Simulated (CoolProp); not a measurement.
Decamethylcyclopentasiloxane (D5) along the isotherm 620 K: Z from the reference equation and from simpler models built on Tc = 618.3 K, pc = 1078 kPa, ω = 0.631; each cubic takes its own stable root.

Model: reference Helmholtz-energy equation of state, Thol 2019, in CoolProp.

```
p (kPa)          phase  reference
-------  -------------  ---------
168                gas     0.9428
337                gas     0.8800
505                gas     0.8105
674                gas     0.7303
842                gas     0.6332
1010               gas     0.4951
1180     supercritical     0.2015
1350     supercritical     0.2093
1520     supercritical     0.2249
1680     supercritical     0.2413
1850     supercritical     0.2594
2020     supercritical     0.2777
2190     supercritical     0.2962
2360     supercritical     0.3147
2530     supercritical     0.3332
2690     supercritical     0.3505
```

How far does each simpler model (van der Waals, Redlich-Kwong, Soave-Redlich-Kwong, Peng-Robinson) lie from the reference over these 16 states: mean and median of the absolute difference, and the worst?


- van der Waals: mean 32.2 %, median 46.1 %, worst +50.7 % at 620 K and 1180 kPa
- Redlich-Kwong: mean 14.7 %, median 18.4 %, worst +29.7 % at 620 K and 1180 kPa
- Soave-Redlich-Kwong: mean 15.2 %, median 18.7 %, worst +32.1 % at 620 K and 1180 kPa
- Peng-Robinson: mean 7.0 %, median 6.8 %, worst +20.3 % at 620 K and 1180 kPa
